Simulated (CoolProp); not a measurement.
Dimethyl ether at 197.64 K and 15.5 MPa is throttled through a valve to 10.5 MPa with no heat exchange. Each further row changes one setting.

Values from CoolProp's reference Helmholtz-energy equation of state, Wu 2011.

```tsv
case	temperature change (K)	final density (kg/m³)
as stated	+2.1	?
outlet pressure 3.15 MPa	?	?
outlet pressure 13.7 MPa	?	810
```

Problem. Complete the blanks.

Solution. 
- as stated, final density (kg/m³): 806
- outlet pressure 3.15 MPa, temperature change (K): +5.0
- outlet pressure 3.15 MPa, final density (kg/m³): 797
- outlet pressure 13.7 MPa, temperature change (K): +0.7
